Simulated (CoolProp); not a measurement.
A simple Rankine cycle with ethanol: condensing at 319.15 K, boiler at 1.33 MPa, turbine inlet 437.4 K, turbine efficiency 0.6, pump efficiency 0.6, no recuperator. Each further row changes one setting.

Computed with CoolProp (reference Helmholtz-energy equation of state, Schroeder 2014).

```json
[
 {"case": "as stated", "thermal efficiency (%)": "13.5", "net work (kJ/kg)": "139", "heat in (kJ/kg)": "1030", "turbine exit temperature (K)": "319.1", "volume ratio over the turbine": "47.3"},
 {"case": "turbine inlet 457.4 K", "thermal efficiency (%)": "13.6", "net work (kJ/kg)": "148", "heat in (kJ/kg)": "1080", "turbine exit temperature (K)": "344.1", "volume ratio over the turbine": "47.0"},
 {"case": "condensing temperature 311.15 K", "thermal efficiency (%)": "14.3", "net work (kJ/kg)": "151", "heat in (kJ/kg)": "1050", "turbine exit temperature (K)": "311.2", "volume ratio over the turbine": "69.4"},
 {"case": "boiler pressure 0.931 MPa", "thermal efficiency (%)": "12.6", "net work (kJ/kg)": "133", "heat in (kJ/kg)": "1050", "turbine exit temperature (K)": "335.8", "volume ratio over the turbine": "32.8"},
 {"case": "turbine efficiency 0.5", "thermal efficiency (%)": "11.2", "net work (kJ/kg)": "115", "heat in (kJ/kg)": "1030", "turbine exit temperature (K)": "332.0", "volume ratio over the turbine": "49.5"}
]
```

The expansion ends wet for: as stated; condensing temperature 311.15 K.
